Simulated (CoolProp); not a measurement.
Model: reference Helmholtz-energy equation of state, Thol 2022, in CoolProp.

For vinyl chloride, give the phase and the cp (kJ/(kg K)), speed of sound (m/s), expansivity (1/kK) at 311.9 K and 4.52 MPa.


- 311.9 K and 4.52 MPa: liquid; cp 1.54, speed of sound 832, expansivity 2.14
